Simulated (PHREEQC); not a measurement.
Make-up at 25 °C: 0.0089 mol HF, 0.00013 mol (CH3)4NF and 0.0015 mol HCl per kg of water. Closed to the air; pH follows from the charge balance.

Computed with PHREEQC (ion-association model, phreeqc.dat).

Precipitation was switched off in this run.

**Question.** Order these F species by the share of F that they hold, largest first: F-, HF, HF2-.

**Answer.** HF (80 %), F- (19 %), HF2- (1.1 %)

The pH is 2.53 and the ionic strength 0.00327 mol/kgw. (CH3)4N+ isn't in the database: it is added as a free cation with an ion size of 4 Å.
